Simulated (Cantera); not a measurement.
An adiabatic, constant-volume homogeneous reactor starts with 14.6 % CH4, 3.37 % H2, 17.3 % O2, 64.7 % N2, at 1300 K and 5.00 bar.

Cantera simulation using GRI-Mech 3.0 (53 species, 325 reactions); the numbers are that mechanism's predictions, not measurements.

Problem. Predict: time of steepest temperature rise; temperature at 0.100 s; equilibrium temperature; x(H2) at 0.100 s; x(O2) at 0.100 s; x(H) at 0.100 s; x(H2O) at 0.100 s.

Solution. 
```
Quantity                                                             Value
---------------------------------  ---------------------------------------
time of steepest temperature rise                                 0.809 ms
temperature at 0.100 s                                              2817 K
equilibrium temperature                                             2817 K
x(H2) at 0.100 s                       0.130 (gas-phase equilibrium 0.130)
x(O2) at 0.100 s                   6.32e-5 (gas-phase equilibrium 6.32e-5)
x(H) at 0.100 s                    0.00901 (gas-phase equilibrium 0.00901)
x(H2O) at 0.100 s                      0.154 (gas-phase equilibrium 0.154)
```
